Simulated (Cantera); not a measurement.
# Ignition delay

Mixture: H2 : O2 : N2 = 1 : 0.617 : 2.32 (molar parts), equivalence ratio 0.81, at 5330 Torr, adiabatic and at constant pressure. Ignition delay is the time to a rise of 400 K.

Model: the H2/O2 subset of GRI-Mech 3.0, which has no nitrogen chemistry, integrated in Cantera. The hydrogen kinetics of GRI-Mech 3.0 are dated; newer H2 mechanisms differ, most at raised pressure. Below about 950 K walls govern HO2 and H2O2 in real vessels.

| T0 (K) | delay (ms) |
|---|---|
| 850 | 688 |
| 925 | 77.3 |
| 1000 | 11.0 |
| 1075 | 1.66 |
| 1150 | 0.166 |
| 1225 | 0.0123 |
| 1300 | 0.00545 |
| 1375 | 0.00342 |
| 1450 | 0.00245 |

| Quantity | Result |
|---|---|
| apparent activation energy between 1300 and 1450 K | 84 kJ/mol |
